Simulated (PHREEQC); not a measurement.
A solution holds 1.5 mol/kgw CaCl2 and 0.00021 mol/kgw H4SiO4, at 25 °C. Closed to the air; pH follows from the charge balance.

Computed with PHREEQC (Pitzer model, pitzer.dat).

| quantity | before | after |
|---|---|---|
| pH | 5.92 | 6.18 |
| ionic strength (mol/kgw) | 4.50 | 4.50 |

Name the change that produced these shifts.
(A) CaCl2 from 1.5 to 0.75 mol/kgw
(B) H4SiO4 left out
(C) CaCl2 left out
(D) diluted 100-fold with water
(E) H4SiO4 from 0.00021 to 0.00105 mol/kgw

B, H4SiO4 left out

Precipitation was switched off in this run. In brines, pH and single-ion activities rest on the MacInnes convention.
